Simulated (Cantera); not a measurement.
A perfectly stirred reactor is fed with CH₄ : O₂ : N₂ : CO₂ = 1 : 3.03 : 11.4 : 3.5 (molar parts), at 10.0 bar; it is adiabatic with a 400 K inlet, and is followed from long to short residence time, starting on the burning branch (τ in s: 0.17, 0.071, 0.03, 0.012, 0.0052, 0.0022, 0.00091, 0.00038, 0.00016, 6.6e-05).

Detailed kinetics in Cantera: GRI-Mech 3.0 (53 species, 325 reactions).

Q: Predict: blow-out, bracketed by the residence times tried; x(CH₄) at τ = 0.170 s; x(O₂) at τ = 0.170 s; x(CO₂) at τ = 0.170 s; x(H₂O₂) at τ = 0.170 s; x(OH) at τ = 0.170 s; x(CH₄) at τ = 2.20 ms; x(O₂) at τ = 2.20 ms; x(CO₂) at τ = 2.20 ms.

A: 
```
Property                                                                       Value
------------------------------------------------  ----------------------------------
blow-out, bracketed by the residence times tried  burning at 5.20 ms, out at 2.20 ms
x(CH₄) at τ = 0.170 s                                                        2.31e-5
x(O₂) at τ = 0.170 s                                                          0.0546
x(CO₂) at τ = 0.170 s                                                          0.237
x(H₂O₂) at τ = 0.170 s                                                       6.88e-8
x(OH) at τ = 0.170 s                                                         5.26e-5
x(CH₄) at τ = 2.20 ms                                                         0.0528
x(O₂) at τ = 2.20 ms                                                           0.160
x(CO₂) at τ = 2.20 ms                                                          0.185
```
